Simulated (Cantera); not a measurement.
A perfectly stirred reactor is fed with C3H8 : H2 = 1 : 14 (molar parts), at 23000 Pa; it is held at 1675 K, and followed from long to short residence time.

Computed with Cantera and GRI-Mech 3.0 (53 species, 325 reactions). GRI-Mech 3.0 was tuned for natural gas; its chemistry of propane as a main component is partial and can be far from experiment. GRI-Mech 3.0 stops at C3 and has no aromatics, soot or wall deposition, so with more carbon than oxygen in the feed, carbon stays in small species such as C2H2 where larger ones or solid carbon would form.

### Question
What does this change do: 0.91 parts H2O added?

### Answer
```tsv
quantity	before	after
x(C3H8) at τ = 11.0 s	2.38e-7	2.17e-7
x(H2) at τ = 11.0 s	0.909	0.884
x(C2H4) at τ = 11.0 s	0.000963	0.000677
x(H) at τ = 11.0 s	0.000237	0.000233
x(CH4) at τ = 11.0 s	0.0120	0.0120
x(C3H8) at τ = 39.0 ms	5.02e-5	4.68e-5
x(H2) at τ = 39.0 ms	0.888	0.844
x(C2H4) at τ = 39.0 ms	0.00200	0.00180
x(H) at τ = 39.0 ms	0.000434	0.000423
x(CH4) at τ = 39.0 ms	0.0471	0.0442
```

### Question
What does this change do: temperature 1675 to 1473 K?

### Answer
```csv
quantity,before,after
x(C3H8) at τ = 11.0 s,2.38e-7,2.82e-6
x(H2) at τ = 11.0 s,0.909,0.886
x(C2H4) at τ = 11.0 s,0.000963,0.00449
x(H) at τ = 11.0 s,0.000237,3.10e-5
x(CH4) at τ = 11.0 s,0.0120,0.0520
x(C3H8) at τ = 39.0 ms,5.02e-5,0.000302
x(H2) at τ = 39.0 ms,0.888,0.881
x(C2H4) at τ = 39.0 ms,0.00200,0.0113
x(H) at τ = 39.0 ms,0.000434,0.000149
x(CH4) at τ = 39.0 ms,0.0471,0.0594
```

### Question
What does this change do: H2 14 to 4.4 parts?

### Answer
```
quantity                  before     after
----------------------  --------  --------
x(C3H8) at τ = 11.0 s    2.38e-7   5.32e-7
x(H2) at τ = 11.0 s        0.909     0.810
x(C2H4) at τ = 11.0 s   0.000963   0.00190
x(H) at τ = 11.0 s      0.000237  0.000225
x(CH4) at τ = 11.0 s      0.0120    0.0161
x(C3H8) at τ = 39.0 ms   5.02e-5  0.000115
x(H2) at τ = 39.0 ms       0.888     0.767
x(C2H4) at τ = 39.0 ms   0.00200   0.00456
x(H) at τ = 39.0 ms     0.000434  0.000412
x(CH4) at τ = 39.0 ms     0.0471    0.0780
```
